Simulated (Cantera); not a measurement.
Input: 1 mol SiHCl₃, a varied amount of NH₃, held at 700 K and 1.50 Torr.

Cantera equilibrium calculation (NASA polynomials, part measured and part estimated; ideal gas, pure solids and liquids). Candidate condensed phases: NH₄Cl, Si, Si₃N₄; 28 gas species. Equilibrium is a limit: real reactors are often held back by kinetics, nucleation or transport.

**Question.** At 0.59 mol NH₃, list the 5 most abundant gas species with their mole fractions, and the condensed phases.

**Answer.** H₂ 0.450, HCl 0.294, SiCl₄ 0.250, N₂ 0.00637, SiHCl₃ 7.82e-5. Condensed: Si₃N₄(s).
